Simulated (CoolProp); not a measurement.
Vapour-liquid equilibrium of C2F6 (R116) (1) + R134a (2) at 215.5 K; x and y are mole fractions of (1).

Model: multi-fluid Helmholtz-energy mixture model, Lemmon 2006 and Tillner-Roth 1994; pair parameters Bell 2016, in CoolProp.

### Question
Give the bubble pressure and the first vapour's composition at x = 0.275, 0.5, 0.65. Is there an azeotrope?

### Answer
x = 0.275: 0.2037 MPa, y = 0.918; x = 0.5: 0.2263 MPa, y = 0.930; x = 0.65: 0.2325 MPa, y = 0.935. No azeotrope shows between x = 0.05 and 0.95.

Pair parameters are fitted to limited data, so mixtures are less certain than the pure fluids. With so large a gap from Raoult's law the liquid may split in two, which this calculation doesn't test in full.
